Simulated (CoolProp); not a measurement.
A single-stage vapour-compression cycle with n-perfluoropentane: evaporating at 254.15 K (dew point), condensing at 285.15 K (bubble point), superheat 10 K, subcooling 2 K, compressor efficiency 0.85, no pressure losses. Each further row changes one setting.

Model: reference Helmholtz-energy equation of state, Gao 2022, in CoolProp.

| case | cooling COP | pressure ratio | discharge temperature (K) | refrigerating effect (kJ/kg) | volumetric capacity (kJ/m³) |
|---|---|---|---|---|---|
| as stated | 6.02 | 4.54 | 285.2 | 82.3 | 123 |
| evaporating temperature 259.15 K | 7.58 | 3.45 | 285.2 | ___ | ___ |
| condensing temperature 280.15 K | 7.46 | 3.66 | ___ | 87.3 | 131 |
| subcooling 7 K | ___ | 4.54 | 285.2 | 87.3 | 131 |
| superheat 20 K | ___ | 4.54 | 293.3 | 89.8 | 129 |
| compressor efficiency 0.75 | 5.31 | 4.54 | 285.3 | 82.3 | 123 |

Question: Some entries are withheld; supply them.

Answer: 
- evaporating temperature 259.15 K, refrigerating effect (kJ/kg): 86.0
- evaporating temperature 259.15 K, volumetric capacity (kJ/m³): 166
- condensing temperature 280.15 K, discharge temperature (K): 280.3
- subcooling 7 K, cooling COP: 6.39
- superheat 20 K, cooling COP: 6.31

The compression ends wet for: as stated; evaporating temperature 259.15 K; subcooling 7 K.
